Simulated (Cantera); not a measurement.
Feed: 1 mol Fe3O4, 2.5 mol CH4, 0.42 mol N2, equilibrated at 0.00133 bar.

These are equilibrium values from Cantera (NASA tables, ideal gas, pure condensed phases), not measurements of a reactor. Candidate condensed phases: C, C6H6, C7H8, C8H18, Fe, Fe(CO)5, FeO, Fe(OH)2, Fe(OH)3, Fe2O3, Fe3O4, H2O; 140 gas species. Mutual solubility and eutectic melting of coexisting phases are not modelled. The tables' stoichiometric FeO is somewhat more stable than real wüstite, so its field is too wide. FeO: taken at fixed stoichiometry. The numbers say what is thermodynamically allowed, not how fast it happens.

Q: Which condensed phases are stable at each of these points (T (°C)): 650, 700, 750, 800, 850, 900, 950, 1000, 1050, 1100, 1150, 1200, 1250, 1300?

A: 
```tsv
T (°C)	condensed phases	Fe condensed (%)
650	Fe(α) + FeO(s)	100.0
700	Fe(α) + FeO(s)	100.0
750	Fe(α) + FeO(s)	100.0
800	Fe(α) + FeO(s)	100.0
850	Fe(α) + FeO(s)	100.0
900	Fe(α) + FeO(s)	100.0
950	Fe(γ)	100.0
1000	Fe(γ)	100.0
1050	Fe(γ)	100.0
1100	Fe(γ)	100.0
1150	Fe(γ)	100.0
1200	Fe(γ)	100.0
1250	Fe(γ)	100.0
1300	Fe(γ)	99.9
```

From 650 °C to 900 °C the condensed part is Fe(α) + FeO(s). From 950 °C to 1300 °C the condensed part is Fe(γ).
